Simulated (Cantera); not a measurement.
A Cantera script and what it prints.

```python
import numpy as np
import cantera as ct

gas_names = """
    C CN CO CO2 C2 CCN CNC C2N2 C2O C3 C3O2 C4 C4N2 C5 N NCO NO NO2 NO3 N2 N2O O O2 O3
""".split()
cond_names = """
    C(gr)
""".split()


# ... load() reads the species with a 1 bar reference pressure and builds the phases ...
atoms = {
    'CO2': {'C': 1, 'O': 2},
    'O2': {'O': 2},
    'N2': {'N': 2},
}
top_T = {'C(gr)': 4500}  # K; cautious upper limits of use, not melting points


# ... equilibrate(T, P, feed) seeds the gas with the atoms and calls Mixture.equilibrate('TP', solver="vcs", rtol=1e-11, max_steps=5000) ...
results = []
feed = {'CO2': 1, 'O2': 0.2, 'N2': 39}  # mol
T = 3248  # K
P = 1400000  # Pa
mix = equilibrate(T, P, feed)
results.append((T, P, feed, dict(zip(mix.species_names, mix.species_moles))))
print(gas.report(threshold=1e-05))
for i in range(1, mix.n_phases):
    print(f"{mix.phase(i).name:16s} {mix.phase_moles(i):12.5e} mol")
```

It prints:

```
       temperature   3248 K
          pressure   1.4e+06 Pa
           density   1.457 kg/m^3
  mean mol. weight   28.105 kg/kmol
   phase of matter   gas

                          1 kg             1 kmol
                     ---------------   ---------------
          enthalpy        3.5569e+06        9.9966e+07  J
   internal energy         2.596e+06        7.2961e+07  J
           entropy            8919.2        2.5067e+05  J/K
    Gibbs function       -2.5413e+07       -7.1422e+08  J
 heat capacity c_p            1327.4             37305  J/K
 heat capacity c_v            1031.5             28991  J/K

                      mass frac. Y      mole frac. X     chem. pot. / RT
                     ---------------   ---------------   ---------------
                CO          0.017894          0.017954           -34.931
               CO2           0.01039         0.0066355           -51.497
                 N        7.9396e-06        1.5931e-05           -13.044
                NO          0.012177          0.011405           -29.609
                N2            0.9502           0.95329           -26.088
                 O         0.0028503          0.005007           -16.565
                O2         0.0064714         0.0056841           -33.131
     [  +17 minor]        9.9394e-06          6.19e-06

C(gr)             0.00000e+00 mol
```

Equilibrium computed with Cantera from the NASA thermochemical tables; the gas is ideal and each condensed phase is pure.
